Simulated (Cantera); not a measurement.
A Cantera script and what it prints.

```python
import numpy as np
import cantera as ct

gas_names = """
    Br Br2 H HBr H2 Si SiBr SiBr2 SiBr3 SiBr4 SiH SiHBr3 SiH2 SiH2Br2 SiH3 SiH3Br SiH4 Si2 Si3
""".split()
cond_names = """
    Br2(cr) Br2(L) Si(cr) Si(L)
""".split()


# ... load() reads the species with a 1 bar reference pressure and builds the phases ...
atoms = {
    'Si': {'Si': 1},
    'HBr': {'H': 1, 'Br': 1},
}
top_T = {}  # K; cautious upper limits of use, not melting points


# ... equilibrate(T, P, feed) seeds the gas with the atoms and calls Mixture.equilibrate('TP', solver="vcs", rtol=1e-11, max_steps=5000) ...
results = []
feed = {'Si': 1, 'HBr': 5.5}  # mol
T = 800  # K
P = 78000  # Pa
mix = equilibrate(T, P, feed)
results.append((T, P, feed, dict(zip(mix.species_names, mix.species_moles))))
print(gas.report(threshold=0.001))
for i in range(1, mix.n_phases):
    print(f"{mix.phase(i).name:16s} {mix.phase_moles(i):12.5e} mol")
```

Output:

```
       temperature   800 K
          pressure   78000 Pa
           density   1.2329 kg/m^3
  mean mol. weight   105.13 kg/kmol
   phase of matter   gas

                          1 kg             1 kmol
                     ---------------   ---------------
          enthalpy       -7.7435e+05        -8.141e+07  J
   internal energy       -8.3761e+05       -8.8061e+07  J
           entropy            2517.3        2.6465e+05  J/K
    Gibbs function       -2.7881e+06       -2.9313e+08  J
 heat capacity c_p             448.1             47110  J/K
 heat capacity c_v            369.01             38796  J/K

                      mass frac. Y      mole frac. X     chem. pot. / RT
                     ---------------   ---------------   ---------------
               HBr           0.25665           0.33348           -31.995
                H2         0.0085197            0.4443            -18.04
             SiBr4           0.73445           0.22207           -114.24
     [  +16 minor]        0.00037694        0.00014746

Br2(L)            0.00000e+00 mol
Si(cr)            0.00000e+00 mol
```

Equilibrium computed with Cantera from the NASA thermochemical tables; the gas is ideal and each condensed phase is pure.
